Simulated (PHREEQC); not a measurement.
Dissolve 1.7e-05 mol/kgw NaOH and 0.00033 mol/kgw H3BO3 at 46 °C. Closed to the air; pH follows from the charge balance.

Equilibrium calculation in PHREEQC: ion-association model, phreeqc.dat.

- pH = 7.75
- ionic strength = 1.70e-5 mol/kgw
- total alkalinity = 0.0170 meq/kg

```
species  molality  activity   log γ
-------  --------  --------  ------
H3BO3    0.000315  0.000315   0.000
Na+       1.70e-5   1.69e-5  -0.002
H2BO3-    1.46e-5   1.45e-5  -0.002
OH-       2.42e-6   2.40e-6  -0.002
H+        1.80e-8   1.79e-8  -0.002
```

This is a speciation only: nothing precipitates in the calculation. Away from 25 °C the constants follow the database's enthalpies or fits; those with neither stay at their 25 °C values.
